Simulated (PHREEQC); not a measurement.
Make-up at 10 °C: 0.03 mol/kgw Cu(NO3)2, 6.2e-05 mol/kgw HNO3 and 0.0078 mol/kgw Na2SO4. Closed to the air; pH follows from the charge balance.

Model: ion-association model, phreeqc.dat, run in PHREEQC.

This is a speciation only: nothing precipitates in the calculation.

Task: Order these S species by the share of S that they hold, largest first: CuSO4, SO4-2, NaSO4-.

Result: SO4-2 (56 %), CuSO4 (42 %), NaSO4- (1.5 %)

The pH is 4.30 and the ionic strength 0.100 mol/kgw. Away from 25 °C the constants follow the database's enthalpies or fits; those with neither stay at their 25 °C values.
